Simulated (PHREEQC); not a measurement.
Dissolve 0.0006 mol Ca(HCO3)2, 0.00014 mol NaHCO3 and 0.0017 mol H4SiO4 per kg of water at 25 °C. Closed to the air; pH follows from the charge balance.

Model: ion-association model, phreeqc.dat, run in PHREEQC.

Problem. The ionic strength comes out as 0.00192 mol/kgw. What activity coefficients do HCO3-, Na+, CO3-2, CaHCO3+, H3SiO4- get?

Solution. HCO3- 0.95, Na+ 0.95, CO3-2 0.83, CaHCO3+ 0.95, H3SiO4- 0.95.

Precipitation was switched off in this run. Examples of supersaturated solids here: Quartz (slow to form), Chalcedony (slow to form). Others may be too.
